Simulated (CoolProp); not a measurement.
R125 at 298.15 K and 0.597 MPa is compressed adiabatically to 4.71 MPa with isentropic efficiency 0.85. Each further row changes one setting.

Model: reference Helmholtz-energy equation of state, Lemmon 2005, in CoolProp.

| case | work (kJ/kg) | final temperature (K) | final density (kg/m³) |
|---|---|---|---|
| as stated | 44.4 | 384.8 | 266 |
| efficiency 1 | 37.7 | 380.0 | 280 |
| efficiency 0.65 | 58.0 | 395.3 | 243 |
